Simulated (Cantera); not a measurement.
Boron, boron nitride and boron oxide: BF3 + NH3 + H2O

Charge: 1 mol BF3, 0.87 mol NH3, 0.81 mol H2O, equilibrated at 133 Pa.

Cantera equilibrium calculation (NASA polynomials, part measured and part estimated; ideal gas, pure solids and liquids). Candidate condensed phases: B, BN, B2O3, B3O3H3, H2O; 62 gas species. The tables' values for BF2 are old estimates; treat these amounts as uncertain. Rates play no part.

From 1375 K to 1550 K nothing is condensed. The main B-bearing gas is BOF throughout.

```tsv
T (K)	x HF	x H2	x BOF	x N2	x BF3	x H2O	x HBO2
1375	0.339	0.306	0.165	0.102	0.0664	0.0189	0.00294
1400	0.346	0.304	0.169	0.102	0.0617	0.0150	0.00239
1425	0.351	0.303	0.173	0.101	0.0579	0.0119	0.00192
1450	0.356	0.302	0.175	0.101	0.0548	0.00931	0.00153
1475	0.359	0.302	0.178	0.101	0.0523	0.00726	0.00121
1500	0.362	0.301	0.179	0.100	0.0503	0.00564	0.000954
1525	0.364	0.300	0.181	0.100	0.0487	0.00437	0.000749
1550	0.366	0.300	0.182	0.100	0.0475	0.00338	0.000587
```
x: gas mole fraction; nothing condenses.
